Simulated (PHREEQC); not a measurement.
A solution holds 3.3 mmol/kgw ZnSO4, 0.1 mmol/kgw MgSO4, 1.5 mmol/kgw NaF and 3 mmol/kgw Na2SO4, at 45 °C. Closed to the air; pH follows from the charge balance.

All values are PHREEQC results (ion-association model, wateq4f.dat), not measurements.

### Question
The ionic strength comes out as 0.0193 mol/kgw. What activity coefficients do Na+, ZnF+, Zn(SO4)2-2, ZnOH+, F- get?

### Answer
Na+ 0.87, ZnF+ 0.87, Zn(SO4)2-2 0.57, ZnOH+ 0.87, F- 0.86.

No solid was allowed to form. Complexes and solids missing from the database can't appear. Away from 25 °C the constants follow the database's enthalpies or fits; those with neither stay at their 25 °C values.
